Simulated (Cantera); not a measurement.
A jet of CH4 : O2 : N2 = 0.044 : 0.075 : 0.79 (molar parts), equivalence ratio 1.2 at 300 K and 30000 Pa hits a platinum plate 9.5 cm away at a mass flux of 0.12 kg/m²/s; the plate temperature is set and raised in steps from an oxygen-covered start.

Model: Deutschmann's 1995 Pt surface mechanism with GRI-Mech 3.0 gas chemistry, integrated in Cantera. Catalytic surfaces can have several steady states; this one follows from the mechanism file's or the stated starting coverage.

x: mole fraction at the wall; θ: surface coverage.

```csv
plate T (K),wall x CH4,wall x O2,wall x H2O,wall x OH,wall x CO,wall x CO2,θ free Pt,θ H*,θ CO*,θ C*
950,0.00251,?,0.0840,<1e-8,0.0313,0.0197,0.574,0.000420,0.420,0.00568
1000,0.00166,?,0.0844,<1e-8,0.0331,0.0186,0.701,0.000865,0.292,0.00556
1050,0.00122,?,0.0826,<1e-8,0.0317,0.0207,0.815,0.00135,0.180,0.00395
1100,0.00101,0.000544,0.0792,<1e-8,0.0282,0.0250,0.897,0.00166,0.0987,0.00225
1150,0.000924,0.000515,0.0755,<1e-8,0.0241,0.0299,0.947,0.00178,0.0504,0.00118
1200,0.000891,0.000510,0.0719,2.26e-8,0.0200,0.0347,0.973,0.00177,0.0251,0.000608
1250,0.000881,0.000516,0.0689,5.33e-8,0.0160,0.0390,0.986,0.00169,0.0122,0.000310
```

Q: Fill in the missing entries.

A: 
- 950, wall x O2: 0.00113
- 1000, wall x O2: 0.000804
- 1050, wall x O2: 0.000628
